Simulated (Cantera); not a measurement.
A perfectly stirred reactor is fed with H₂ : O₂ : N₂ : NO = 1 : 0.893 : 3.36 : 0.025 (molar parts), at 101000 Pa; it is adiabatic with a 575 K inlet, and is followed from long to short residence time, starting on the burning branch (τ in s: 0.026, 0.013, 0.0065, 0.0033, 0.0017, 0.00084, 0.00042, 0.00021, 0.00011, 5.5e-05, 2.8e-05).

Model: GRI-Mech 3.0 (53 species, 325 reactions), integrated in Cantera. The mechanism lacks 2 NO + O2 → 2 NO2 and HONO, so NO2 and the effect of NO are under-described below about 1400 K.

x: mole fraction; the columns are a selection and need not sum to one.

```
τ (s)    T (K)      x H₂    x O₂     x NO   x N₂  x H₂O₂     x OH
-------  -----  --------  ------  -------  -----  ------  -------
0.026     1970  0.000610  0.0813  0.00520  0.702       ?  0.00360
0.013     1962  0.000927  0.0811  0.00520  0.702       ?  0.00438
0.0065    1951   0.00144  0.0809  0.00520  0.701       ?  0.00536
0.0033    1934   0.00221  0.0807  0.00519  0.700       ?  0.00649
0.0017    1909   0.00332  0.0805  0.00518  0.699       ?  0.00770
0.00084   1872   0.00500  0.0804  0.00517  0.697       ?  0.00897
0.00042   1821   0.00726  0.0806  0.00516  0.694       ?  0.01000
0.00021   1751    0.0102  0.0813  0.00514  0.691       ?   0.0105
0.00011   1669    0.0137  0.0827  0.00511  0.686       ?   0.0104
5.5e-5    1561    0.0191  0.0858  0.00506  0.680       ?  0.00952
2.8e-5    1432    0.0300  0.0925  0.00501  0.674       ?  0.00782
```

### Question
Complete the blanks.

### Answer

- 0.026, x H₂O₂: 1.51e-7
- 0.013, x H₂O₂: 1.84e-7
- 0.0065, x H₂O₂: 2.33e-7
- 0.0033, x H₂O₂: 2.99e-7
- 0.0017, x H₂O₂: 3.88e-7
- 0.00084, x H₂O₂: 5.20e-7
- 0.00042, x H₂O₂: 7.22e-7
- 0.00021, x H₂O₂: 1.07e-6
- 0.00011, x H₂O₂: 1.65e-6
- 5.5e-5, x H₂O₂: 2.86e-6
- 2.8e-5, x H₂O₂: 5.17e-6
